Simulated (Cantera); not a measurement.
**Ignition delay**

Mixture: C₃H₈ : O₂ : N₂ = 1 : 3.12 : 17.5 (molar parts), equivalence ratio 1.6, at 9.87 atm, adiabatic and at constant pressure. Ignition delay is the time to a rise of 400 K.

Computed with Cantera and GRI-Mech 3.0 (53 species, 325 reactions). GRI-Mech 3.0 was tuned for natural gas; its chemistry of propane as a main component is partial and can be far from experiment.

```json
[
 {"T0 (K)": "1075", "delay (ms)": "24.8"},
 {"T0 (K)": "1175", "delay (ms)": "3.68"},
 {"T0 (K)": "1275", "delay (ms)": "0.610"},
 {"T0 (K)": "1375", "delay (ms)": "0.128"},
 {"T0 (K)": "1475", "delay (ms)": "0.0358"},
 {"T0 (K)": "1575", "delay (ms)": "0.0131"}
]
```

The apparent activation energy between 1375 and 1575 K is 210 kJ/mol.
